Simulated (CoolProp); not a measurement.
A simple Rankine cycle with water: condensing at 313.15 K, boiler at 0.0692 MPa, turbine inlet 512.8 K, turbine efficiency 0.9, pump efficiency 0.6, no recuperator. Each further row changes one setting.

Values from CoolProp's reference Helmholtz-energy equation of state, Wagner 2002.

| case | thermal efficiency (%) | net work (kJ/kg) | heat in (kJ/kg) | turbine exit temperature (K) | volume ratio over the turbine |
|---|---|---|---|---|---|
| as stated | 13.2 | 368 | 2790 | 319.9 | 5.85 |
| turbine inlet 532.8 K | 13.5 | 383 | 2830 | [?] | 5.86 |
| condensing temperature 305.15 K | 15.0 | 423 | 2820 | 305.1 | [?] |
| boiler pressure 0.0484 MPa | 11.5 | 322 | 2790 | 344.8 | 4.41 |
| turbine efficiency 0.8 | [?] | 327 | 2790 | [?] | 6.24 |

Q: Some entries are withheld; supply them.

A: 
- turbine inlet 532.8 K, turbine exit temperature (K): 333.2
- condensing temperature 305.15 K, volume ratio over the turbine: 8.56
- turbine efficiency 0.8, thermal efficiency (%): 11.7
- turbine efficiency 0.8, turbine exit temperature (K): 341.4

The expansion ends wet for: condensing temperature 305.15 K.
